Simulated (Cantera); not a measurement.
A Cantera script and its output.

```python
import numpy as np
import cantera as ct

gas = ct.Solution("gri30.yaml")
gas.TPX = 700, 320000, {'CO': 1, 'H2': 0.054, 'O2': 1.32, 'N2': 4.95}
inlet = ct.Reservoir(gas, clone=True)
gas.equilibrate("HP")  # start burning
reactor = ct.IdealGasConstPressureReactor(gas, energy="on", clone=False)
exhaust = ct.Reservoir(gas, clone=True)
tau = [0.029, 0.014, 0.0072, 0.0036, 0.0018, 0.00087, 0.00043, 0.00022, 0.00011, 5.3e-05, 2.6e-05, 1.3e-05, 6.5e-06][0]
for a, b in ((inlet, reactor), (reactor, exhaust)):
    ct.MassFlowController(a, b, mdot=lambda t: reactor.mass / tau)
net = ct.ReactorNet([reactor])
show = ['CO', 'H2', 'O2', 'OH', 'CO2']

rows = []
print(f"{'tau/s':>10s}{'T/K':>9s}" + "".join(f"{s:>11s}" for s in show))
for tau in [0.029, 0.014, 0.0072, 0.0036, 0.0018, 0.00087, 0.00043, 0.00022, 0.00011, 5.3e-05, 2.6e-05, 1.3e-05, 6.5e-06]:
    net.initial_time = 0.0
    net.advance(30 * tau)
    before = gas.X
    net.advance(40 * tau)
    drift = np.max(np.abs(gas.X - before) / (gas.X + 1e-9))
    rows.append([gas.T, *gas[show].X, drift])
    print(f"{tau:10.3e}{gas.T:9.1f}" + "".join(f"{x:11.3e}" for x in gas[show].X))
```

Result:

```
     tau/s      T/K         CO         H2         O2         OH        CO2
 2.900e-02   1847.1  1.972e-03  1.693e-05  1.170e-01  5.893e-04  1.449e-01
 1.400e-02   1836.3  3.145e-03  2.613e-05  1.174e-01  7.171e-04  1.437e-01
 7.200e-03   1821.3  4.797e-03  3.850e-05  1.179e-01  8.467e-04  1.418e-01
 3.600e-03   1797.9  7.412e-03  5.686e-05  1.187e-01  9.846e-04  1.390e-01
 1.800e-03   1762.7  1.142e-02  8.243e-05  1.200e-01  1.105e-03  1.346e-01
 8.700e-04   1705.6  1.815e-02  1.192e-04  1.225e-01  1.168e-03  1.273e-01
 4.300e-04   1611.0  3.010e-02  1.720e-04  1.274e-01  1.069e-03  1.144e-01
 2.200e-04    700.0  1.365e-01  7.373e-03  1.802e-01  9.606e-16  1.620e-12
 1.100e-04    700.0  1.365e-01  7.373e-03  1.802e-01  8.219e-16  7.601e-13
 5.300e-05    700.0  1.365e-01  7.373e-03  1.802e-01  6.315e-16  3.318e-13
 2.600e-05    700.0  1.365e-01  7.373e-03  1.802e-01  4.296e-16  1.447e-13
 1.300e-05    700.0  1.365e-01  7.373e-03  1.802e-01  2.596e-16  6.475e-14
 6.500e-06    700.0  1.365e-01  7.373e-03  1.802e-01  1.397e-16  2.967e-14
```

Cantera simulation using GRI-Mech 3.0 (53 species, 325 reactions); the numbers are that mechanism's predictions, not measurements. The hydrogen kinetics of GRI-Mech 3.0 are dated; newer H2 mechanisms differ, most at raised pressure.
